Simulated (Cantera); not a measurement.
## CCl4 + CH4 + H2 (fluorocarbon and chlorocarbon gases)

Feed: 1 mol CCl4, 0.043 mol CH4, 14 mol H2, held at 540 Torr.

Method: chemical equilibrium by Gibbs-energy minimisation in Cantera with the NASA 1993 tables (ideal gas, pure condensed phases). Candidate condensed phases: C, C6H6, C7H8, C8H18; 91 gas species. The numbers say what is thermodynamically allowed, not how fast it happens.

```csv
T (K),x H2,x HCl,x H,x C2H2 (acetylene),x Cl,x CH4,n C(graphite)
1400,0.749,0.249,4.96e-6,1.89e-6,1.36e-6,0.00175,1.01
1550,0.750,0.249,3.22e-5,1.20e-5,8.51e-6,0.000824,1.03
1700,0.751,0.249,0.000150,5.51e-5,3.88e-5,0.000444,1.03
1850,0.750,0.249,0.000550,0.000196,0.000138,0.000265,1.03
2000,0.749,0.248,0.00166,0.000575,0.000409,0.000172,1.02
2150,0.746,0.247,0.00429,0.00145,0.00104,0.000118,0.994
2300,0.740,0.245,0.00981,0.00320,0.00234,8.43e-5,0.937
```
x: gas mole fraction; n: condensed amount in mol.

From 1400 K to 2300 K the condensed part is C(graphite). The main C-bearing gas is CH4 at 1400 K and C2H2 (acetylene) at 2300 K. The share of C in condensed phases is highest at 1700 K (99.1 %) and lowest at 2300 K (89.8 %).
